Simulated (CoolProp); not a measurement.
The numbers come from the reference Helmholtz-energy equation of state, Smukala 2000 in CoolProp.

Question: For ethylene, give the phase and the density (kg/m³), cp (kJ/(kg K)), cv (kJ/(kg K)), expansivity (1/kK) at -153.85 °C and 0.095 MPa.

Answer: 
- -153.85 °C and 0.095 MPa: liquid; density 635, cp 2.43, cv 1.56, expansivity 2.03
